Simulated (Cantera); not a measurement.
Carbon deposition, reforming and gasification: toluene + H₂ + N₂ + H₂O

Feed: 1 mol toluene, 31 mol H₂, 0.63 mol N₂, 1.9 mol H₂O, at 0.170 bar.

Equilibrium computed with Cantera from the NASA thermochemical tables; the gas is ideal and each condensed phase is pure. Candidate condensed phases: C, C₆H₆, C₇H₈, C₈H₁₈, H₂O; 136 gas species. Kinetics and transport are ignored.

From 1973 K to 2973 K the condensed part is C(graphite). At 3073 K nothing is condensed. The main C-bearing gas is CO at 1973 K and C₂H₂ (acetylene) at 3073 K. The share of C in condensed phases is highest at 1973 K (71.2 %) and lowest at 3073 K (0.0 %).

```json
[
 {"T (K)": "1973", "x H₂": "0.931", "x H": "0.00316", "x CO": "0.0481", "x C₂H₂ (acetylene)": "0.000597", "x N₂": "0.0151", "x HCN": "0.00157", "x C₂H": "3.45e-8", "x C₃": "8.30e-11", "n C(graphite)": "4.98"},
 {"T (K)": "2073", "x H₂": "0.927", "x H": "0.00614", "x CO": "0.0480", "x C₂H₂ (acetylene)": "0.00114", "x N₂": "0.0147", "x HCN": "0.00227", "x C₂H": "1.79e-7", "x C₃": "9.23e-10", "n C(graphite)": "4.91"},
 {"T (K)": "2173", "x H₂": "0.921", "x H": "0.0112", "x CO": "0.0479", "x C₂H₂ (acetylene)": "0.00203", "x N₂": "0.0142", "x HCN": "0.00315", "x C₂H": "7.96e-7", "x C₃": "8.17e-9", "n C(graphite)": "4.80"},
 {"T (K)": "2273", "x H₂": "0.911", "x H": "0.0194", "x CO": "0.0477", "x C₂H₂ (acetylene)": "0.00344", "x N₂": "0.0135", "x HCN": "0.00421", "x C₂H": "3.09e-6", "x C₃": "5.94e-8", "n C(graphite)": "4.64"},
 {"T (K)": "2373", "x H₂": "0.896", "x H": "0.0321", "x CO": "0.0474", "x C₂H₂ (acetylene)": "0.00551", "x N₂": "0.0127", "x HCN": "0.00541", "x C₂H": "1.07e-5", "x C₃": "3.63e-7", "n C(graphite)": "4.41"},
 {"T (K)": "2473", "x H₂": "0.875", "x H": "0.0506", "x CO": "0.0470", "x C₂H₂ (acetylene)": "0.00843", "x N₂": "0.0118", "x HCN": "0.00672", "x C₂H": "3.30e-5", "x C₃": "1.91e-6", "n C(graphite)": "4.10"},
 {"T (K)": "2573", "x H₂": "0.845", "x H": "0.0766", "x CO": "0.0463", "x C₂H₂ (acetylene)": "0.0123", "x N₂": "0.0108", "x HCN": "0.00807", "x C₂H": "9.32e-5", "x C₃": "8.81e-6", "n C(graphite)": "3.69"},
 {"T (K)": "2673", "x H₂": "0.805", "x H": "0.112", "x CO": "0.0455", "x C₂H₂ (acetylene)": "0.0172", "x N₂": "0.00969", "x HCN": "0.00937", "x C₂H": "0.000241", "x C₃": "3.60e-5", "n C(graphite)": "3.16"},
 {"T (K)": "2773", "x H₂": "0.754", "x H": "0.157", "x CO": "0.0444", "x C₂H₂ (acetylene)": "0.0230", "x N₂": "0.00855", "x HCN": "0.0105", "x C₂H": "0.000575", "x C₃": "0.000133", "n C(graphite)": "2.48"},
 {"T (K)": "2873", "x H₂": "0.692", "x H": "0.212", "x CO": "0.0430", "x C₂H₂ (acetylene)": "0.0293", "x N₂": "0.00743", "x HCN": "0.0114", "x C₂H": "0.00127", "x C₃": "0.000445", "n C(graphite)": "1.62"},
 {"T (K)": "2973", "x H₂": "0.619", "x H": "0.277", "x CO": "0.0413", "x C₂H₂ (acetylene)": "0.0356", "x N₂": "0.00635", "x HCN": "0.0120", "x C₂H": "0.00263", "x C₃": "0.00137", "n C(graphite)": "0.513"},
 {"T (K)": "3073", "x H₂": "0.545", "x H": "0.352", "x CO": "0.0394", "x C₂H₂ (acetylene)": "0.0342", "x N₂": "0.00577", "x HCN": "0.0115", "x C₂H": "0.00420", "x C₃": "0.00291", "n C(graphite)": "0"}
]
```
x: gas mole fraction; n: condensed amount in mol.
